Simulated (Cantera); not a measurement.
Mixture: CO : H2 : CH4 : O2 : N2 = 0.52 : 0.95 : 0.77 : 1.4 : 6.29 (molar parts), equivalence ratio 1.6, at 1.00 bar, adiabatic and at constant volume. Ignition delay is the time to a rise of 400 K.

Detailed kinetics in Cantera: GRI-Mech 3.0 (53 species, 325 reactions).

### Question
Predict: delay at 1075 K; delay at 1275 K; delay at 1475 K; delay at 1675 K; delay at 1875 K; apparent activation energy between 1675 and 1875 K.

### Answer
```json
{
  "delay at 1075 K": "2.90 ms",
  "delay at 1275 K": "0.522 ms",
  "delay at 1475 K": "0.145 ms",
  "delay at 1675 K": "55.9 µs",
  "delay at 1875 K": "25.9 µs",
  "apparent activation energy between 1675 and 1875 K": "100 kJ/mol"
}
```
